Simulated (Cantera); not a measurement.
Feed: 1 mol Si, 0.17 mol CO2, a varied amount of H2, equilibrated at 1748.15 K and 60.0 Pa.

Method: chemical equilibrium by Gibbs-energy minimisation in Cantera with the NASA 1993 tables (ideal gas, pure condensed phases). Candidate condensed phases: C, C6H6, C7H8, C8H18, H2O, Si, SiC, SiO2; 123 gas species. Mutual solubility and eutectic melting of coexisting phases are not modelled. Gases not in the tables: Si2H6 and higher silanes. Rates play no part.

x: gas mole fraction; n: condensed amount in mol.

```tsv
n(H2) (mol)	x H2	x SiO	x H	x CO	n Si(l)	n SiC(s)
5.9	0.934	0.0503	0.00903	0.00376	0.521	0.146
9.8	0.955	0.0310	0.00913	0.00231	0.511	0.146
16	0.968	0.0192	0.00919	0.00144	0.495	0.146
27	0.976	0.0115	0.00923	0.000858	0.466	0.146
45	0.981	0.00693	0.00925	0.000518	?	0.145
74	0.984	0.00423	0.00926	0.000316	?	0.145
120	0.985	0.00261	0.00927	0.000195	?	0.144
200	0.986	0.00157	0.00928	0.000117	?	0.142
```

Problem. Fill in the missing entries.

Solution. 
- 45, n Si(l): 0.419
- 74, n Si(l): 0.344
- 120, n Si(l): 0.224
- 200, n Si(l): 0.0159
